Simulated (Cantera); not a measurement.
Input: 1 mol MgO, 0.082 mol H₂S, 0.35 mol O₂, equilibrated at 0.133 bar.

Equilibrium computed with Cantera from the NASA thermochemical tables; the gas is ideal and each condensed phase is pure. Candidate condensed phases: H₂O, H₂SO₄, Mg, MgO, Mg(OH)₂, MgS, MgSO₄, S; 26 gas species. Mutual solubility and eutectic melting of coexisting phases are not modelled. Rates play no part. All values below are at 1025 K.

Base state: O₂ 0.694, H₂O 0.306, SO₂ 0.000209, SO₃ 8.62e-5 (mole fractions); condensed: MgO(s) + MgSO₄(s).

Q: What changes in the equilibrium state with this change: H₂S from 0.082 to 0.23 mol?

A: 
```tsv
species	before	after
H₂O	0.306	0.511
SO₂	0.000209	0.489
SO₃	8.62e-5	8.62e-5
O₂	0.694	1.27e-7
MgO(s), mol	0.918	0.990
MgSO₄(s), mol	0.0819	0.00996
```

Q: What changes in the equilibrium state with this change: O₂ from 0.35 to 0.08 mol?

A: 
| species | before | after |
|---|---|---|
| H₂O | 0.306 | 0.534 |
| SO₂ | 0.000209 | 0.299 |
| S₂ | <1e-9 | 0.115 |
| O₂ | 0.694 | <1e-9 |
| H₂S | <1e-9 | 0.0446 |
| S₂O | <1e-9 | 0.00377 |
| H₂ | <1e-9 | 0.00344 |
| SO | <1e-9 | 4.97e-5 |
| MgO(s), mol | 0.918 | 1.00 |
| MgSO₄(s), mol | 0.0819 | 0 |
Gases not in the tables: S₃ to S₇.
